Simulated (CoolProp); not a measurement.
Sulfur dioxide along the isobar 2420 kPa: Z from the reference equation and from simpler models built on Tc = 157.5 °C, pc = 7887 kPa, ω = 0.256; each cubic takes its own stable root.

Model: reference Helmholtz-energy equation of state, Gao 2016, in CoolProp.

| T (°C) | phase | reference |
|---|---|---|
| 110.55 | gas | 0.8122 |
| 124.85 | gas | 0.8402 |
| 139.15 | gas | 0.8622 |
| 153.45 | gas | 0.8800 |
| 167.65 | gas | 0.8946 |
| 181.95 | gas | 0.9070 |
| 196.25 | gas | 0.9175 |
| 210.55 | gas | 0.9266 |

Q: How far does each simpler model (Pitzer virial, Peng-Robinson) lie from the reference over these 8 states: mean and median of the absolute difference, and the worst?

A: 
- Pitzer virial: mean 1.3 %, median 1.0 %, worst +3.6 % at 110.55 °C and 2420 kPa
- Peng-Robinson: mean 0.8 %, median 0.9 %, worst -1.0 % at 181.95 °C and 2420 kPa
